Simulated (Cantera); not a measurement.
Charge: 1 mol Fe, 0.012 mol SO2, 0.61 mol CO, at 0.000240 bar.

Cantera equilibrium calculation (NASA polynomials, part measured and part estimated; ideal gas, pure solids and liquids). Candidate condensed phases: C, Fe, Fe(CO)5, FeO, FeS, FeSO4, FeS2, Fe2O3, Fe2(SO4)3, Fe3O4, S; 25 gas species. Rates play no part.

x: gas mole fraction; n: condensed amount in mol.

```csv
T (K),x CO,x Fe,x CO2,x S2,x S,n Fe(γ),n Fe(δ),n Fe(l)
1525,0.951,0.00105,0.0382,0.00922,0.000335,0.999,0,0
1575,0.949,0.00285,0.0377,0.00892,0.000569,0.998,0,0
1625,0.945,0.00722,0.0368,0.00846,0.000922,0.996,0,0
1675,0.936,0.0173,0.0355,0.00778,0.00143,0,0.989,0
1725,0.915,0.0393,0.0336,0.00682,0.00211,0,0.975,0
1775,0.872,[?],[?],[?],[?],0,0.943,0
1825,[?],[?],[?],[?],[?],0,0,[?]
1875,0.631,0.338,0.0196,0.00221,0.00403,0,0,0.683
```

Fill in the missing entries.


- 1775, x Fe: 0.0849
- 1775, x CO2: 0.0307
- 1775, x S2: 0.00555
- 1775, x S: 0.00291
- 1825, x CO: 0.787
- 1825, x Fe: 0.174
- 1825, x CO2: 0.0263
- 1825, x S2: 0.00397
- 1825, x S: 0.00369
- 1825, n Fe(l): 0.869
